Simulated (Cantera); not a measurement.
Input: 1 mol Si, 1.9 mol N₂O, 13 mol H₂, 0.0064 mol O₂, equilibrated at 23.0 mbar.

Equilibrium computed with Cantera from the NASA thermochemical tables; the gas is ideal and each condensed phase is pure. Candidate condensed phases: H₂O, Si, SiO₂, Si₂N₂O, Si₃N₄; 35 gas species. Mutual solubility and eutectic melting of coexisting phases are not modelled. The tables hold silica as quartz up to 1696 K and as liquid above; real silica turns to tridymite and cristobalite and melts near 1996 K. The numbers say what is thermodynamically allowed, not how fast it happens.

x: gas mole fraction; n: condensed amount in mol.

```csv
T (K),x H₂,x N₂,x SiO,x H₂O,n SiO₂(β-quartz),n Si₂N₂O(s),n SiO₂(condensed)
1498,0.873,0.126,[?],9.55e-5,0.938,0.0263,0
1523,0.873,0.126,[?],0.000101,0.935,0.0234,0
1548,0.871,0.126,[?],0.000106,0.929,0.0179,0
1573,0.869,0.126,[?],0.000111,0.919,0.00784,0
1598,0.867,0.127,0.00597,0.000154,0.910,0,0
1623,0.866,0.127,0.00610,0.000281,0.909,0,0
1648,0.866,0.127,0.00631,0.000497,0.905,0,0
1673,0.865,0.127,0.00666,0.000846,0.900,0,0
1698,0.864,0.127,0.00719,0.00138,0,0,0.892
1723,0.862,0.126,[?],0.00215,0,0,0.881
1748,0.860,0.126,[?],0.00320,0,0,0.865
```

Task: Some entries are withheld; supply them.

Result: 
- 1498, x SiO: 0.000643
- 1523, x SiO: 0.00124
- 1548, x SiO: 0.00236
- 1573, x SiO: 0.00437
- 1723, x SiO: 0.00795
- 1748, x SiO: 0.00900
